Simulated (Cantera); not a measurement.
# Low-pressure radical oxidation in H2/O2

An isothermal, constant-pressure homogeneous reactor starts with 0.599 % H2, 68.1 % O2, 31.3 % N2, at 1175 K and 1330 Pa.

Cantera simulation using the H2/O2 subset of GRI-Mech 3.0, which has no nitrogen chemistry; the numbers are that mechanism's predictions, not measurements. Radical loss at walls, strong at low pressure, is not modelled.

| t (s) | x H2 | x O2 | x OH | x HO2 | x H2O | x O |
|---|---|---|---|---|---|---|
| 0.000300 | 0.00599 | 0.681 | 5.36e-10 | 6.95e-10 | 1.16e-10 | 5.92e-10 |
| 0.000591 | 0.00599 | 0.681 | 1.35e-9 | 1.37e-9 | 5.89e-10 | 1.61e-9 |
| 0.00117 | 0.00599 | 0.681 | 3.81e-9 | 2.71e-9 | 3.07e-9 | 5.04e-9 |
| 0.00230 | 0.00599 | 0.681 | 1.62e-8 | 5.39e-9 | 2.06e-8 | 2.32e-8 |
| 0.00453 | 0.00599 | 0.681 | 1.91e-7 | 1.16e-8 | 3.02e-7 | 2.82e-7 |
| 0.00892 | 0.00594 | 0.681 | 2.13e-5 | 1.42e-7 | 3.50e-5 | 3.16e-5 |
| 0.0176 | 0.000449 | 0.676 | 0.000861 | 1.02e-6 | 0.00490 | 0.00430 |
| 0.0346 | 2.25e-5 | 0.676 | 0.000429 | 6.19e-7 | 0.00564 | 0.00479 |
| 0.0683 | 1.93e-5 | 0.676 | 0.000401 | 5.82e-7 | 0.00568 | 0.00421 |
| 0.135 | 1.54e-5 | 0.677 | 0.000358 | 5.24e-7 | 0.00574 | 0.00334 |
| 0.265 | 1.04e-5 | 0.678 | 0.000295 | 4.35e-7 | 0.00581 | 0.00224 |
| 0.523 | 5.67e-6 | 0.679 | 0.000218 | 3.19e-7 | 0.00588 | 0.00122 |
| 1.03 | 2.45e-6 | 0.679 | 0.000144 | 2.01e-7 | 0.00593 | 0.000524 |
| 2.03 | 8.78e-7 | 0.680 | 8.64e-5 | 1.08e-7 | 0.00596 | 0.000188 |
| 4.00 | 2.83e-7 | 0.680 | 4.93e-5 | 5.05e-8 | 0.00598 | 6.10e-5 |
x: mole fraction; the columns are a selection and need not sum to one.

Equilibrium at this temperature and pressure: H2 4.75e-10, O2 0.680, OH 2.05e-6, HO2 2.03e-9, H2O 0.00601, O 1.05e-7 (gas phase only).
